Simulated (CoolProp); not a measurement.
Vapour-liquid equilibrium of CH2F2 (R32) (1) + R236FA (2) at -25.55 °C; x and y are mole fractions of (1).

Model: multi-fluid Helmholtz-energy mixture model, Tillner-Roth 1997 and Pan 2012; pair parameters Bell 2016, in CoolProp.

Problem. Give the bubble pressure and the first vapour's composition at x = 0.5, 0.65, 0.95. Is there an azeotrope?

Solution. x = 0.5: 183.0 kPa, y = 0.899; x = 0.65: 225.5 kPa, y = 0.940; x = 0.95: 312.0 kPa, y = 0.993. No azeotrope shows between x = 0.05 and 0.95.

Pair parameters are fitted to limited data, so mixtures are less certain than the pure fluids.
